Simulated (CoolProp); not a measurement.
Vapour-liquid equilibrium of R1234yf (1) + isobutane (2) at 0.082 MPa; x and y are mole fractions of (1).

Model: multi-fluid Helmholtz-energy mixture model, Lemmon 2022 and Bücker 2006; pair parameters Bell 2016, in CoolProp.

Give the bubble temperature and the first vapour's composition at x = 0.05, 0.275, 0.875. Is there an azeotrope?

x = 0.05: 250.4 K, y = 0.243; x = 0.275: 241.3 K, y = 0.571; x = 0.875: 238.2 K, y = 0.857. y crosses x between x = 0.8 and 0.875: the model has an azeotrope there.

Pair parameters are fitted to limited data, so mixtures are less certain than the pure fluids.
